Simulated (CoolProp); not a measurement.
Properties of n-nonane at several states (Tc = 321.4 °C, pc = 22.82 bar, ω = 0.443).

The numbers come from the reference Helmholtz-energy equation of state, Lemmon 2006 in CoolProp. It is a short technical equation, of lower accuracy than the large ones.

| T (°C) | p (bar) | phase | Z | conductivity (mW/(m K)) |
|---|---|---|---|---|
| 142.65 | 0.248 | gas | 0.9853 | 20.2 |
| 100.45 | 7.66 | liquid | 0.04835 | 108 |
| 165.35 | 0.142 | gas | 0.9932 | 22.5 |
| 235.15 | 101 | liquid | 0.5500 | 93.0 |

Thermal conductivity comes from a separate model (Huber 2005).
